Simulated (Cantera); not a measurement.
Feed: 1 mol PbO, 5.1 mol H₂, equilibrated at 1075 K and 0.000930 bar.

Method: chemical equilibrium by Gibbs-energy minimisation in Cantera with the NASA 1993 tables (ideal gas, pure condensed phases). Candidate condensed phases: H₂O, Pb, PbO, PbO₂, Pb₃O₄; 12 gas species. Rates play no part.

Base state: H₂ 0.738, H₂O 0.180, Pb 0.0817 (mole fractions); condensed: Pb(l).

Task: What changes in the equilibrium state with this change: PbO replaced by Fe(CO)₅?

Result: 
```csv
species,before,after
H₂,0.738,0.505
CO,0,0.495
CO₂,0,3.10e-5
H₂O,0.180,2.94e-5
Pb,0.0817,0
CH₄,0,1.07e-5
"Pb(l), mol",0.547,0
"C(graphite), mol",0,0.000501
"Fe(α), mol",0,1.00
```
Condensed phases not in the tables: cementite and carbon dissolved in iron. Further candidate phases: C, C₆H₆, C₇H₈, C₈H₁₈, Fe, Fe(CO)₅, FeO, Fe(OH)₂, Fe(OH)₃, Fe₂O₃, Fe₃O₄.

Task: What changes in the equilibrium state with this change: temperature from 1075 K to 825 K?

Result: 
| species | before | after |
|---|---|---|
| H₂ | 0.738 | 0.804 |
| H₂O | 0.180 | 0.196 |
| Pb | 0.0817 | 0.000154 |
| Pb(l), mol | 0.547 | 0.999 |
